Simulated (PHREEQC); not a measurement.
Acid mine or pickling water: an equilibrium model

Synthetic water in mg/L, 25 °C, pH 2.22, pe 11:

```csv
constituent,mg/L
Na,35
K,35.8
Ca,43.1
Mg,147
Cl,36.4
S(6) as SO4,1050
Mn(2),1.6
```

Cl is adjusted to close the charge balance.
Valence states are taken as typed.

Model: ion-association model, phreeqc.dat, run in PHREEQC.

This is a speciation only: nothing precipitates in the calculation.

### Question
What ionic strength, specific conductance does the model give?

### Answer
ionic strength 0.0310 mol/kgw; specific conductance 3930 µS/cm.

### Question
In which forms is Mn present?

### Answer
Mn+2 75 %, MnSO4 24 %, MnCl+ 0.7 % of the Mn.

Complexes and solids missing from the database can't appear.
